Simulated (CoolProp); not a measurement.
Model: reference Helmholtz-energy equation of state, Lemmon 2006, in CoolProp. It is a short technical equation, of lower accuracy than the large ones.

Task: For CH3F (R41), give the phase and the speed of sound (m/s) at 238.9 K and 16.6 kPa; 238.9 K and 525 kPa; 238.9 K and 1660 kPa.

Result: 
- 238.9 K and 16.6 kPa: gas; speed of sound 276
- 238.9 K and 525 kPa: gas; speed of sound 259
- 238.9 K and 1660 kPa: liquid; speed of sound 836
